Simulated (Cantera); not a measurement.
An isothermal, constant-pressure homogeneous reactor starts with CO : O2 : H2O : N2 = 0.013 : 0.0052 : 0.00018 : 1 (molar parts), equivalence ratio 1.2, at 1473 K and 86000 Pa.

Computed with Cantera and GRI-Mech 3.0 (53 species, 325 reactions).

x: mole fraction; the columns are a selection and need not sum to one.

```
t (s)        x CO      x O2     x H2O       x H     x N2O    x H2O2
--------  -------  --------  --------  --------  --------  --------
0.000300   0.0128   0.00511  0.000177  4.85e-10  4.09e-12    <1e-12
0.00103    0.0128   0.00511  0.000177   6.75e-9  5.36e-11    <1e-12
0.00354    0.0128   0.00510  0.000176   4.31e-7       [?]  2.04e-12
0.0122    0.00873   0.00245   2.52e-5  0.000268       [?]  6.46e-10
0.0418    0.00429  0.000761   7.56e-5  0.000154       [?]  7.84e-10
0.144     0.00285  0.000135  0.000134   4.58e-5       [?]  1.94e-10
0.493     0.00258   7.88e-6  0.000155   1.01e-5       [?]  1.22e-11
1.69      0.00256   1.51e-7  0.000161   1.28e-6       [?]    <1e-12
5.82      0.00256   7.47e-9  0.000161   2.96e-7  9.53e-10    <1e-12
20.0      0.00256   2.69e-9  0.000161   1.97e-7  5.72e-10    <1e-12
```

Problem. What belongs in the gaps?

Solution. 
- 0.00354, x N2O: 3.38e-9
- 0.0122, x N2O: 7.90e-7
- 0.0418, x N2O: 3.26e-7
- 0.144, x N2O: 1.28e-7
- 0.493, x N2O: 2.73e-8
- 1.69, x N2O: 3.90e-9
